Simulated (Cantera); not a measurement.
What does this Cantera script print?

```python
import numpy as np
import cantera as ct

gas_names = """
    Cu CuO Cu2 H HNO HNO2 HNO3 HO2 H2 H2O H2O2 N NH NH2 NH3 NH2OH NO NO2 NO3 N2 N2H2 N2H4 N2O O OH O2 O3
""".split()
cond_names = """
    Cu(cr) Cu(L) CuO(s) CuO2H2(s) Cu2O(s) Cu2O(L) H2O(s) H2O(L)
""".split()


# ... load() reads the species with a 1 bar reference pressure and builds the phases ...
atoms = {
    'CuO': {'Cu': 1, 'O': 1},
    'H2': {'H': 2},
    'N2': {'N': 2},
}
top_T = {'CuO(s)': 1390}  # K; cautious upper limits of use, not melting points


# ... equilibrate(T, P, feed) seeds the gas with the atoms and calls Mixture.equilibrate('TP', solver="vcs", rtol=1e-11, max_steps=5000) ...
results = []
feed = {'CuO': 1, 'H2': 930, 'N2': 1.2}  # mol
P = 4700  # Pa
for T in [1475, 1525, 1575, 1625, 1675, 1725, 1775, 1825, 1875, 1925, 1975, 2025]:
    mix = equilibrate(T, P, feed)
    results.append((T, P, feed, dict(zip(mix.species_names, mix.species_moles))))

top = {s: max(r[3][s] / sum(r[3][g] for g in gas_names) for r in results) for s in gas_names}
cols = sorted((s for s in top if top[s] > 0.001), key=lambda s: -top[s])[:9]
seen = [c for c in cond_names if any(r[3].get(c, 0) > 1e-12 for r in results)]
print("log10 of partial pressures in bar; condensed amounts in mol")
print(f"{'T/K':>10s}" + "".join(f"{s[:9]:>10s}" for s in cols + seen))
for T, P, feed, n in results:
    ng = sum(n[g] for g in gas_names)
    print(f"{T:10.4g}" + "".join(f"{np.log10(max(n[s] / ng * P / 1e5, 1e-99)):10.3f}" for s in cols)
          + "".join(f"{n.get(c, 0):10.4g}" for c in seen))
```

Result:

```
log10 of partial pressures in bar; condensed amounts in mol
       T/K        H2         H        N2       H2O        Cu     Cu(L)
      1475    -1.329    -5.552    -4.218    -4.297    -5.271    0.8937
      1525    -1.329    -5.291    -4.218    -4.297    -4.905    0.7532
      1575    -1.329    -5.046    -4.218    -4.297    -4.563    0.4574
      1625    -1.330    -4.816    -4.218    -4.297    -4.298         0
      1675    -1.330    -4.600    -4.218    -4.298    -4.298         0
      1725    -1.330    -4.396    -4.218    -4.298    -4.298         0
      1775    -1.330    -4.203    -4.219    -4.298    -4.298         0
      1825    -1.330    -4.021    -4.219    -4.298    -4.298         0
      1875    -1.331    -3.849    -4.219    -4.298    -4.298         0
      1925    -1.331    -3.685    -4.219    -4.299    -4.298         0
      1975    -1.332    -3.530    -4.220    -4.299    -4.299         0
      2025    -1.333    -3.382    -4.220    -4.300    -4.299         0
```

Method: chemical equilibrium by Gibbs-energy minimisation in Cantera with the NASA 1993 tables (ideal gas, pure condensed phases).
